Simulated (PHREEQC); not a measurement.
3.5 g of hydrous ferric oxide (600 m²/g; 0.2 weak and 0.005 strong sites per Fe, Dzombak-Morel constants, diffuse double layer) in 1 kg of water with 0.005 mol/kgw of an inert sodium salt and 0.0019 mol/kgw MgCl2, at 25 °C; the pH is set by adding NaOH or the inert anion's acid. Oxygen is held at 0.21 atm. No CO2 enters from the air. Nothing may precipitate in this run.

The numbers come from PHREEQC with the ion-association model, wateq4f.dat.

```
pH    Mg sorbed (%)  surface charge σ (C/m²)  surface potential ψ (mV)
----  -------------  -----------------------  ------------------------
3               0.0                    0.334                       197
3.38            0.0                    0.302                       193
3.75            0.0               (withheld)                       187
4.12            0.0                    0.215                       178
4.5             0.0               (withheld)                       167
4.88            0.0                    0.131                       155
5.25            0.0               (withheld)                       141
5.62            0.0                    0.073                       126
6               0.1                    0.052                       110
6.38            0.7                    0.036                        92
6.75     (withheld)                    0.024                        74
7.12           12.4                    0.016                        57
7.5            35.8                    0.011                        43
7.88           65.4                    0.007                (withheld)
8.25     (withheld)                    0.004                        18
8.62           96.5                    0.000                         1
9              99.3                   -0.004                       -19
```

**Question.** Some entries are withheld; supply them.

**Answer.** 
- 3.75, surface charge σ (C/m²): 0.260
- 4.5, surface charge σ (C/m²): 0.170
- 5.25, surface charge σ (C/m²): 0.099
- 6.75, Mg sorbed (%): 3.0
- 7.88, surface potential ψ (mV): 31
- 8.25, Mg sorbed (%): 86.8

Species that the database lacks are ignored. The oxide is taken as insoluble; below pH 4 it would dissolve.
